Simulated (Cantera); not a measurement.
A closed system holds: 1 mol SiH₂Cl₂, 0.46 mol O₃, 2.5 mol N₂, held at 600 °C and 28.0 Pa.

These are equilibrium values from Cantera (NASA tables, ideal gas, pure condensed phases), not measurements of a reactor. N₂ is the only nitrogen source here; it is nearly inert below about 1500 K, so the nitride shown seldom forms there in practice. Kinetics and transport are ignored.

| species | before | after |
|---|---|---|
| N₂ | 0.538 | 0.874 |
| HCl | 0.448 | 0.124 |
| H₂ | 0.00906 | 0.00146 |
| SiCl₄ | 0.00453 | 0.000731 |
| SiO₂(β-quartz), mol | 0.593 | 0.591 |
| Si₂N₂O(s), mol | 0.194 | 0.199 |
Gas species are given as mole fractions.

### Question
What was changed between the two runs?
A. O₃ from 0.46 to 2.4 mol
B. N₂ from 2.5 to 14 mol
C. O₃ from 0.46 to 3.7 mol
D. N₂ from 2.5 to 1.1 mol

### Answer
B, N₂ from 2.5 to 14 mol
